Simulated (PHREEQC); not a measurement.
Model water analysis in mg/kgw, 25 °C, pH 6.38, pe 11: Na 0.736; K 1.49; Ca 4.79; Mg 0.206; Cl 0.958; S(6) as SO4 8.33; Alkalinity as HCO3 7.96; Ni 0.0648; Ba 0.193; Zn 0.0154; O(0) (dissolved oxygen) 0.00439.

Valence states are taken as typed.

Model: ion-association model, wateq4f.dat, run in PHREEQC.

No solid was allowed to form.

Problem. Order these Ni species by the share of Ni that they hold, largest first: NiCO3, NiSO4, NiHCO3+, Ni+2.

Solution. Ni+2 (89 %), NiCO3 (8.5 %), NiHCO3+ (1.4 %), NiSO4 (1.2 %)

The pH is 6.38 and the ionic strength 0.000541 mol/kgw. Species that the database lacks are ignored.
